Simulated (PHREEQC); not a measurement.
A solution holds 0.19 mol/kgw KF, at 20 °C. Closed to the air; pH follows from the charge balance.

The numbers come from PHREEQC with the ion-association model, wateq4f.dat.

```json
[
 {"quantity": "pH", "before": "8.26", "after": "8.36"},
 {"quantity": "HF (mol/kgw)", "before": "9.84e-7", "after": "1.08e-6"},
 {"quantity": "HF2- (mol/kgw)", "before": "7.19e-7", "after": "1.20e-6"}
]
```

### Question
Name the change that produced these shifts.
A. temperature from 20 to 65 °C
B. KF from 0.19 to 0.285 mol/kgw
C. temperature from 20 to 35 °C
D. KF from 0.19 to 0.038 mol/kgw
E. KF from 0.19 to 0.38 mol/kgw

### Answer
B, KF from 0.19 to 0.285 mol/kgw

No solid was allowed to form.
